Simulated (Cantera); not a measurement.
# Gas activation for diamond growth

An isothermal, constant-pressure homogeneous reactor starts with CH₄ : H₂ : H = 0.013 : 1 : 0.0029 (molar parts), at 1950 K and 218 Torr.

Computed with Cantera and GRI-Mech 3.0 (53 species, 325 reactions). GRI-Mech 3.0 stops at C3 and has no aromatics, soot or wall deposition, so with more carbon than oxygen in the feed, carbon stays in small species such as C2H2 where larger ones or solid carbon would form.

| t (s) | x CH₄ | x H₂ | x H | x CH₃ | x C₂H₆ | x CH₂ |
|---|---|---|---|---|---|---|
| 5.00e-6 | 0.0122 | 0.985 | 0.00229 | 0.000558 | 6.67e-7 | 1.34e-6 |
| 1.32e-5 | 0.0122 | 0.985 | 0.00228 | 0.000560 | 1.29e-6 | 1.49e-6 |
| 3.49e-5 | 0.0122 | 0.985 | 0.00227 | 0.000556 | 1.44e-6 | 1.47e-6 |
| 9.20e-5 | 0.0122 | 0.985 | 0.00224 | 0.000547 | 1.41e-6 | 1.43e-6 |
| 0.000243 | 0.0121 | 0.985 | 0.00217 | 0.000527 | 1.33e-6 | 1.34e-6 |
| 0.000642 | 0.0118 | 0.985 | 0.00210 | 0.000497 | 1.21e-6 | 1.22e-6 |
| 0.00169 | 0.0112 | 0.986 | 0.00206 | 0.000462 | 1.06e-6 | 1.13e-6 |
| 0.00447 | 0.00973 | 0.986 | 0.00207 | 0.000404 | 8.10e-7 | 9.97e-7 |
| 0.0118 | 0.00726 | 0.988 | 0.00209 | 0.000304 | 4.56e-7 | 7.65e-7 |
| 0.0312 | 0.00433 | 0.989 | 0.00211 | 0.000183 | 1.64e-7 | 4.73e-7 |
| 0.0823 | 0.00210 | 0.990 | 0.00212 | 8.91e-5 | 3.96e-8 | 2.36e-7 |
| 0.217 | 0.000943 | 0.991 | 0.00213 | 4.02e-5 | 8.75e-9 | 1.08e-7 |
| 0.574 | 0.000525 | 0.991 | 0.00213 | 2.24e-5 | 3.36e-9 | 6.06e-8 |
| 1.51 | 0.000462 | 0.991 | 0.00213 | 1.97e-5 | 2.81e-9 | 5.33e-8 |
| 4.00 | 0.000461 | 0.991 | 0.00213 | 1.97e-5 | 2.81e-9 | 5.32e-8 |
x: mole fraction; the columns are a selection and need not sum to one.

Equilibrium at this temperature and pressure: CH₄ 0.000461, H₂ 0.991, H 0.00213, CH₃ 1.97e-5, C₂H₆ 2.81e-9, CH₂ 5.32e-8 (gas phase only).
